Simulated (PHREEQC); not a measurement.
Dissolve 0.18 mol Mn(NO3)2, 0.2 mol MnSO4 and 5.9e-05 mol LiF per kg of water at 63 °C. Closed to the air; pH follows from the charge balance.

Computed with PHREEQC (ion-association model, phreeqc.dat).

Precipitation was switched off in this run.

Problem. What pH does the model give?

Solution. pH 5.60.

Problem. In which forms is S present?

Solution. MnSO4 67 %, SO4-2 33 % of the S.

Caution: at this ionic strength the ion-association model is outside its range; a Pitzer model would be the better tool where its parameters exist. Constants without temperature data keep their 25 °C values here.
